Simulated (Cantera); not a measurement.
A Cantera script and what it prints.

```python
import numpy as np
import cantera as ct

gas_names = """
    F FO FO2 F2 F2O H HF HOF HO2 H2 H2F2 H2O H2O2 H3F3 H4F4 H5F5 H6F6 H7F7 O OH O2 O3 Si SiF SiF2 SiF3
    SiF4 SiH SiHF3 SiH2 SiH2F2 SiH3 SiH3F SiH4 SiO SiO2 Si2 Si3
""".split()
cond_names = """
    H2O(s) H2O(L) Si(cr) Si(L) SiO2(Lqz) SiO2(hqz) SiO2(L)
""".split()


# ... load() reads the species with a 1 bar reference pressure and builds the phases ...
atoms = {
    'SiO2': {'Si': 1, 'O': 2},
    'HF': {'H': 1, 'F': 1},
    'H2': {'H': 2},
}
top_T = {}  # K; cautious upper limits of use, not melting points


# ... equilibrate(T, P, feed) seeds the gas with the atoms and calls Mixture.equilibrate('TP', solver="vcs", rtol=1e-11, max_steps=5000) ...
results = []
feed = {'SiO2': 1, 'HF': 15, 'H2': 1.3}  # mol
P = 1000  # Pa
for T in [623, 773, 923, 1073, 1223, 1373, 1523, 1673, 1823]:
    mix = equilibrate(T, P, feed)
    results.append((T, P, feed, dict(zip(mix.species_names, mix.species_moles))))
    x = sorted(zip(gas.X, gas.species_names), reverse=True)
    print(f"T = {T:g} K  P = {P:g} Pa  gas = {mix.phase_moles(0):.4g} mol")
    print("   x: " + "  ".join(f"{s} {v:.3e}" for v, s in x if v > 0.0001))
    print("   condensed (mol): " + ("  ".join(f"{mix.phase(i).name} {mix.phase_moles(i):.4g}"
          for i in range(1, mix.n_phases) if mix.phase_moles(i) > 1e-12) or "none"))
```

It prints:

```
T = 623 K  P = 1000 Pa  gas = 15.3 mol
   x: HF 7.190e-01  H2O 1.307e-01  H2 8.497e-02  SiF4 6.536e-02
   condensed (mol): none
T = 773 K  P = 1000 Pa  gas = 15.3 mol
   x: HF 7.190e-01  H2O 1.307e-01  H2 8.497e-02  SiF4 6.536e-02
   condensed (mol): none
T = 923 K  P = 1000 Pa  gas = 15.3 mol
   x: HF 7.190e-01  H2O 1.307e-01  H2 8.497e-02  SiF4 6.536e-02
   condensed (mol): none
T = 1073 K  P = 1000 Pa  gas = 15.3 mol
   x: HF 7.190e-01  H2O 1.307e-01  H2 8.497e-02  SiF4 6.536e-02
   condensed (mol): none
T = 1223 K  P = 1000 Pa  gas = 15.3 mol
   x: HF 7.190e-01  H2O 1.307e-01  H2 8.497e-02  SiF4 6.536e-02
   condensed (mol): none
T = 1373 K  P = 1000 Pa  gas = 15.54 mol
   x: HF 7.703e-01  H2O 9.738e-02  H2 8.363e-02  SiF4 4.868e-02
   condensed (mol): SiO2(hqz) 0.2432
T = 1523 K  P = 1000 Pa  gas = 15.71 mol
   x: HF 8.043e-01  H2 8.269e-02  H2O 7.529e-02  SiF4 3.759e-02
   condensed (mol): SiO2(hqz) 0.4086
T = 1673 K  P = 1000 Pa  gas = 15.83 mol
   x: HF 8.272e-01  H2 8.182e-02  H2O 6.043e-02  SiF4 2.994e-02  H 3.258e-04  SiF3 2.632e-04
   condensed (mol): SiO2(hqz) 0.5215
T = 1823 K  P = 1000 Pa  gas = 15.93 mol
   x: HF 8.437e-01  H2 8.000e-02  H2O 4.983e-02  SiF4 2.378e-02  H 1.225e-03  SiF3 8.758e-04  SiO 5.483e-04
   condensed (mol): SiO2(L) 0.5982
```

Cantera equilibrium calculation (NASA polynomials, part measured and part estimated; ideal gas, pure solids and liquids). The tables' values for SiF3, SiF2 are old estimates; treat these amounts as uncertain. The tables hold silica as quartz up to 1696 K and as liquid above; real silica turns to tridymite and cristobalite and melts near 1996 K.
